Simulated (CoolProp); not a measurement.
Propane at 298.15 K and 0.364 MPa flows at 0.15 m/s in a round tube of 100 mm bore and 0.25 µm roughness, fully developed (64/Re and Nu = 3.66 if laminar; Colebrook and Gnielinski if turbulent). Each further row changes one setting.

Model: reference Helmholtz-energy equation of state, Lemmon 2009, in CoolProp.

| case | Reynolds number | Darcy friction factor | pressure drop (Pa/m) | heat-transfer coefficient (W/(m² K)) | mass flow (kg/h) |
|---|---|---|---|---|---|
| as stated | 12700 | 0.0290 | 0.0225 | 6.87 | 29.2 |
| velocity 0.3 m/s | 25400 | 0.0244 | 0.0758 | 11.9 | 58.5 |
| diameter 200 mm | 25400 | 0.0244 | 0.00947 | 5.97 | 117 |

Viscosity comes from a separate model (Vogel 1998). Thermal conductivity comes from a separate model (Marsh 2002).
